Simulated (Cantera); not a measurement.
A Cantera script and what it prints.

```python
import numpy as np
import cantera as ct

gas_names = """
    AL ALH ALI ALI3 ALN AL2 AL2I6 H HI H2 I I2 N NH NH2 NH3 N2 N2H2 N2H4
""".split()
cond_names = """
    AL(cr) AL(L) ALI3(s) ALI3(L) ALN(s) I2(cr) I2(L)
""".split()


# ... load() reads the species with a 1 bar reference pressure and builds the phases ...
atoms = {
    'AlI3': {'AL': 1, 'I': 3},
    'N2': {'N': 2},
    'H2': {'H': 2},
}
top_T = {'ALN(s)': 2750}  # K; cautious upper limits of use, not melting points


# ... equilibrate(T, P, feed) seeds the gas with the atoms and calls Mixture.equilibrate('TP', solver="vcs", rtol=1e-11, max_steps=5000) ...
results = []
feed = {'AlI3': 1, 'N2': 1.3, 'H2': 830}  # mol
P = 980  # Pa
for T in [1123, 1223, 1323, 1423, 1523, 1623, 1723, 1823, 1923, 2023, 2123]:
    mix = equilibrate(T, P, feed)
    results.append((T, P, feed, dict(zip(mix.species_names, mix.species_moles))))
    x = sorted(zip(gas.X, gas.species_names), reverse=True)
    print(f"T = {T:g} K  P = {P:g} Pa  gas = {mix.phase_moles(0):.4g} mol")
    print("   x: " + "  ".join(f"{s} {v:.3e}" for v, s in x if v > 1e-06))
    print("   condensed (mol): " + ("  ".join(f"{mix.phase(i).name} {mix.phase_moles(i):.4g}"
          for i in range(1, mix.n_phases) if mix.phase_moles(i) > 1e-12) or "none"))
```

Result:

```
T = 1123 K  P = 980 Pa  gas = 832.7 mol
   x: H2 9.954e-01  HI 2.738e-03  N2 9.611e-04  I 8.627e-04
   condensed (mol): ALN(s) 0.9994
T = 1223 K  P = 980 Pa  gas = 832.9 mol
   x: H2 9.954e-01  HI 2.167e-03  I 1.426e-03  N2 9.645e-04  ALI 7.967e-06  H 3.030e-06
   condensed (mol): ALN(s) 0.9932
T = 1323 K  P = 980 Pa  gas = 833.2 mol
   x: H2 9.954e-01  I 1.944e-03  HI 1.578e-03  N2 9.991e-04  ALI 7.773e-05  H 1.598e-05
   condensed (mol): ALN(s) 0.9352
T = 1423 K  P = 980 Pa  gas = 833.6 mol
   x: H2 9.952e-01  I 2.150e-03  N2 1.176e-03  HI 1.017e-03  ALI 4.321e-04  H 6.693e-05
   condensed (mol): ALN(s) 0.6397
T = 1523 K  P = 980 Pa  gas = 834.2 mol
   x: H2 9.946e-01  I 1.853e-03  N2 1.558e-03  ALI 1.195e-03  HI 5.476e-04  H 2.328e-04  AL 2.981e-06
   condensed (mol): none
T = 1623 K  P = 980 Pa  gas = 834.4 mol
   x: H2 9.941e-01  I 2.020e-03  N2 1.558e-03  ALI 1.180e-03  H 6.961e-04  HI 3.948e-04  AL 1.665e-05  ALH 1.273e-06
   condensed (mol): none
T = 1723 K  P = 980 Pa  gas = 835 mol
   x: H2 9.929e-01  I 2.178e-03  H 1.836e-03  N2 1.557e-03  ALI 1.120e-03  HI 2.950e-04  AL 7.324e-05  ALH 4.089e-06
   condensed (mol): none
T = 1823 K  P = 980 Pa  gas = 836.2 mol
   x: H2 9.903e-01  H 4.355e-03  I 2.403e-03  N2 1.555e-03  ALI 9.499e-04  AL 2.360e-04  HI 2.346e-04  ALH 9.954e-06
   condensed (mol): none
T = 1923 K  P = 980 Pa  gas = 838.6 mol
   x: H2 9.849e-01  H 9.444e-03  I 2.724e-03  N2 1.550e-03  ALI 6.555e-04  AL 5.200e-04  HI 1.978e-04  ALH 1.703e-05
   condensed (mol): none
T = 2023 K  P = 980 Pa  gas = 842.9 mol
   x: H2 9.751e-01  H 1.894e-02  I 3.035e-03  N2 1.542e-03  AL 8.091e-04  ALI 3.562e-04  HI 1.683e-04  ALH 2.104e-05
   condensed (mol): none
T = 2123 K  P = 980 Pa  gas = 850.2 mol
   x: H2 9.584e-01  H 3.548e-02  I 3.227e-03  N2 1.529e-03  AL 9.930e-04  ALI 1.624e-04  HI 1.395e-04  ALH 2.087e-05
   condensed (mol): none
```

These are equilibrium values from Cantera (NASA tables, ideal gas, pure condensed phases), not measurements of a reactor.
